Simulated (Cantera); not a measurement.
A perfectly stirred reactor is fed with 5.56 % C3H8, 25.0 % O2, 69.4 % N2, equivalence ratio 1.1, at 1200000 Pa; it is adiabatic with a 475 K inlet, and is followed from long to short residence time, starting on the burning branch (τ in s: 0.09, 0.029, 0.0094, 0.003, 0.00098, 0.00032, 0.0001, 3.3e-05, 1.1e-05, 3.4e-06).

Computed with Cantera and GRI-Mech 3.0 (53 species, 325 reactions). GRI-Mech 3.0 was tuned for natural gas; its chemistry of propane as a main component is partial and can be far from experiment. The pressure lies above the range GRI-Mech 3.0 was tuned for (to about 10 atm).

Predict: blow-out, bracketed by the residence times tried; x(C3H8) at τ = 90.0 ms; x(O2) at τ = 90.0 ms; x(N2O) at τ = 90.0 ms; x(HCN) at τ = 90.0 ms; x(C2H) at τ = 90.0 ms; x(C3H8) at τ = 0.320 ms; x(O2) at τ = 0.320 ms; x(N2O) at τ = 0.320 ms; x(HCN) at τ = 0.320 ms; x(C2H) at τ = 0.320 ms.


```
Property                                                                      Result
------------------------------------------------  ----------------------------------
blow-out, bracketed by the residence times tried  burning at 11.0 µs, out at 3.40 µs
x(C3H8) at τ = 90.0 ms                                                       1.15e-8
x(O2) at τ = 90.0 ms                                                         0.00257
x(N2O) at τ = 90.0 ms                                                        5.13e-7
x(HCN) at τ = 90.0 ms                                                        7.58e-8
x(C2H) at τ = 90.0 ms                                                        1.77e-9
x(C3H8) at τ = 0.320 ms                                                      2.65e-6
x(O2) at τ = 0.320 ms                                                        0.00535
x(N2O) at τ = 0.320 ms                                                       5.75e-7
x(HCN) at τ = 0.320 ms                                                       5.40e-6
x(C2H) at τ = 0.320 ms                                                       3.09e-7
```
